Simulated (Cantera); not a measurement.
What does this Cantera script print?

```python
import numpy as np
import cantera as ct

gas = ct.Solution("gri30.yaml")
gas.TPX = 1075, 90000, {'N2O': 1, 'O2': 2.6}
reactor = ct.IdealGasConstPressureReactor(gas, energy="off", clone=False)
net = ct.ReactorNet([reactor])
net.rtol, net.atol = 1e-08, 1e-18
show = ['N2O', 'O2', 'N2', 'NO2', 'NO']
times = np.geomspace(9e-06, 7, 11)

steps = ct.SolutionArray(gas, extra=["t"])
rows = []
print(f"{'t/s':>10s}{'T/K':>9s}{'P/Pa':>11s}" + "".join(f"{s:>11s}" for s in show))
for t in times:
    while net.time < t:
        t_next = net.step()
        steps.append(gas.state, t=t_next)
    rows.append([np.interp(t, steps.t, y) for y in (steps.T, steps.P, *steps(*show).X.T)])
    print(f"{t:10.3e}{rows[-1][0]:9.1f}{rows[-1][1]:11.4g}" + "".join(f"{x:11.3e}" for x in rows[-1][2:]))
rate = np.gradient(steps.T, steps.t)
print("integrator steps:", len(steps.t))
if steps.T.max() > steps.T[0] + 200:
    print(f"time of steepest temperature rise: {steps.t[rate.argmax()]:.4e} s")
gas.TPX = 1075, 90000, {'N2O': 1, 'O2': 2.6}
gas.equilibrate("TP")
print(f"equilibrium (TP): T = {gas.T:.1f} K  " + "  ".join(f"{s} {gas[s].X[0]:.3e}" for s in show))
```

It prints:

```
       t/s      T/K       P/Pa        N2O         O2         N2        NO2         NO
 9.000e-06   1075.0      9e+04  2.778e-01  7.222e-01  5.100e-08  4.003e-17  6.153e-10
 3.494e-05   1075.0      9e+04  2.778e-01  7.222e-01  2.379e-07  5.355e-15  7.518e-09
 1.356e-04   1075.0      9e+04  2.778e-01  7.222e-01  1.173e-06  3.463e-13  6.125e-08
 5.266e-04   1075.0      9e+04  2.778e-01  7.222e-01  5.062e-06  8.439e-12  3.028e-07
 2.044e-03   1075.0      9e+04  2.778e-01  7.222e-01  2.018e-05  1.416e-10  1.243e-06
 7.937e-03   1075.0      9e+04  2.777e-01  7.222e-01  7.884e-05  2.175e-09  4.890e-06
 3.081e-02   1075.0      9e+04  2.774e-01  7.223e-01  3.064e-04  3.069e-08  1.902e-05
 1.196e-01   1075.0      9e+04  2.764e-01  7.224e-01  1.187e-03  3.666e-07  7.344e-05
 4.644e-01   1075.0      9e+04  2.724e-01  7.227e-01  4.564e-03  2.818e-06  2.803e-04
 1.803e+00   1075.0      9e+04  2.578e-01  7.241e-01  1.704e-02  1.294e-05  1.035e-03
 7.000e+00   1075.0      9e+04  2.104e-01  7.287e-01  5.749e-02  4.458e-05  3.379e-03
integrator steps: 501
equilibrium (TP): T = 1075.0 K  N2O 2.894e-09  O2 7.561e-01  N2 2.439e-01  NO2 4.248e-06  NO 7.151e-05
```

Computed with Cantera and GRI-Mech 3.0 (53 species, 325 reactions). GRI-Mech 3.0 was tuned for natural gas; its chemistry of N2O as a main component is partial and can be far from experiment. The mechanism lacks the step 2 NO + O2 → 2 NO2, which can matter for NO2 below about 1400 K. The temperature is held fixed by assumption; the heat of reaction is taken as removed at once.
